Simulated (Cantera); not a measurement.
What does this Cantera script print?

```python
import numpy as np
import cantera as ct

surf = ct.Interface("ptcombust.yaml", "Pt_surf")
gas = surf.adjacent["gas"]
gas.TPX = 300, 9600, {'CH4': 0.042, 'O2': 0.12, 'N2': 0.79}
jet = ct.ImpingingJet(gas=gas, width=0.038, surface=surf)
jet.inlet.mdot, jet.inlet.T, jet.inlet.X = 0.06, 300, {'CH4': 0.042, 'O2': 0.12, 'N2': 0.79}
jet.set_refine_criteria(ratio=10, slope=0.2, curve=0.3)
show, cover = ['CH4', 'O2', 'H2O', 'OH', 'CO', 'CO2'], ["PT(S)", "H(S)", "O(S)", "OH(S)", "CO(S)", "C(S)"]

rows = []
print(f"{'Ts/K':>7s}" + "".join(f"{s:>11s}" for s in show + cover) + "   (gas at the wall, coverages)")
for i, Ts in enumerate([850, 900, 950, 1000, 1050, 1100, 1150, 1200]):
    jet.surface.T = Ts
    if i == 0:
        surf.TP = Ts, 9600
        surf.coverages = "PT(S):0.5, O(S):0.5"
        surf.advance_coverages(1.0)
        jet.set_initial_guess(products="inlet")
    jet.solve(loglevel=0, auto=(i == 0))
    rows.append([*(jet.X[gas.species_index(s), -1] for s in show), *surf[cover].coverages])
    print(f"{Ts:7g}" + "".join(f"{x:11.3e}" for x in rows[-1]))
```

Output:

```
   Ts/K        CH4         O2        H2O         OH         CO        CO2      PT(S)       H(S)       O(S)      OH(S)      CO(S)       C(S)   (gas at the wall, coverages)
    850  3.635e-02  1.094e-01  1.464e-02  7.773e-09  9.752e-06  9.517e-03  1.406e-01  2.529e-08  8.583e-01  1.089e-03  1.756e-05  4.485e-08
    900  2.926e-02  9.429e-02  2.788e-02  3.245e-08  1.137e-05  1.820e-02  2.079e-01  8.989e-08  7.907e-01  1.398e-03  1.606e-05  5.712e-08
    950  2.200e-02  7.887e-02  4.135e-02  1.025e-07  1.204e-05  2.709e-02  2.836e-01  2.445e-07  7.148e-01  1.542e-03  1.269e-05  6.075e-08
   1000  1.626e-02  6.673e-02  5.189e-02  2.813e-07  1.227e-05  3.410e-02  3.623e-01  5.433e-07  6.361e-01  1.532e-03  9.282e-06  5.802e-08
   1050  1.226e-02  5.833e-02  5.915e-02  6.790e-07  1.257e-05  3.895e-02  4.396e-01  1.047e-06  5.590e-01  1.428e-03  6.648e-06  5.291e-08
   1100  9.578e-03  5.272e-02  6.395e-02  1.475e-06  1.318e-05  4.219e-02  5.130e-01  1.823e-06  4.858e-01  1.284e-03  4.821e-06  4.779e-08
   1150  7.756e-03  4.897e-02  6.714e-02  2.942e-06  1.422e-05  4.434e-02  5.814e-01  2.958e-06  4.174e-01  1.128e-03  3.597e-06  4.358e-08
   1200  6.494e-03  4.646e-02  6.925e-02  5.466e-06  1.580e-05  4.576e-02  6.441e-01  4.548e-06  3.549e-01  9.771e-04  2.777e-06  4.044e-08
```

Detailed kinetics in Cantera: Deutschmann's 1995 Pt surface mechanism with GRI-Mech 3.0 gas chemistry. Catalytic surfaces can have several steady states; this one follows from the mechanism file's or the stated starting coverage.
